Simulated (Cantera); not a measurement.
A Cantera script and its output.

```python
import numpy as np
import cantera as ct

surf = ct.Interface("ptcombust.yaml", "Pt_surf")
gas = surf.adjacent["gas"]
gas.TPX = 775, 500000, {'H2': 0.0021, 'O2': 0.11, 'N2': 0.79}
surf.TP = 775, 500000
reactor = ct.FlowReactor(gas, clone=False)
reactor.area = 0.0001  # m2
reactor.surface_area_to_volume_ratio = 1200  # 1/m
reactor.mass_flow_rate = 0.13 * reactor.area * gas.density  # inlet velocity 0.13 m/s
reactor.energy_enabled = False
wall = ct.ReactorSurface(surf, reactor, clone=False)
net = ct.ReactorNet([reactor])
net.rtol, net.atol = 1e-8, 1e-16
show, cover = ['H2', 'O2', 'H2O'], ['PT(S)', 'H(S)', 'O(S)', 'OH(S)', 'CO(S)', 'C(S)']

rows = []
print(f"{'z/m':>9s}{'u/(m/s)':>9s}" + "".join(f"{s:>13s}" for s in show + cover))
for z in [6.4e-05, 0.00014, 0.0003, 0.00064, 0.0014, 0.003, 0.0064]:
    net.advance(z)
    rows.append([reactor.speed, *gas[show].X, *surf[cover].coverages])
    print(f"{z:9.4g}{rows[-1][0]:9.3g}" + "".join(f"{x:13.4e}" for x in rows[-1][1:]))
```

Output:

```
      z/m  u/(m/s)           H2           O2          H2O        PT(S)         H(S)         O(S)        OH(S)        CO(S)         C(S)
  6.4e-05     0.13   1.2771e-03   1.2148e-01   1.0521e-03   2.4578e-02   6.0169e-09   9.7373e-01   1.6890e-03  -4.7521e-26   8.8172e-30
  0.00014     0.13   7.7524e-04   1.2126e-01   1.5545e-03   1.8672e-02   3.3617e-09   9.7972e-01   1.6058e-03   5.0779e-27  -6.3717e-30
   0.0003     0.13   3.4868e-04   1.2107e-01   1.9815e-03   1.4397e-02   1.7843e-09   9.8410e-01   1.5035e-03  -4.8701e-27   2.0381e-30
  0.00064     0.13   8.8414e-05   1.2095e-01   2.2421e-03   1.2208e-02   1.0940e-09   9.8636e-01   1.4346e-03   2.1577e-28   7.4056e-30
   0.0014     0.13   5.5174e-06   1.2092e-01   2.3251e-03   1.1581e-02   9.1161e-10   9.8701e-01   1.4125e-03  -2.3543e-29  -7.8049e-33
    0.003     0.13   1.7832e-08   1.2091e-01   2.3306e-03   1.1540e-02   9.0010e-10   9.8705e-01   1.4110e-03   5.7582e-31   8.8882e-34
   0.0064     0.13   9.2419e-14   1.2091e-01   2.3306e-03   1.1540e-02   9.0006e-10   9.8705e-01   1.4110e-03  -5.5591e-31  -1.4278e-34
```

Model: Deutschmann's 1995 Pt surface mechanism with GRI-Mech 3.0 gas chemistry, integrated in Cantera. Catalytic surfaces can have several steady states; this one follows from the mechanism file's or the stated starting coverage. Mass transfer to the wall is taken as infinitely fast.
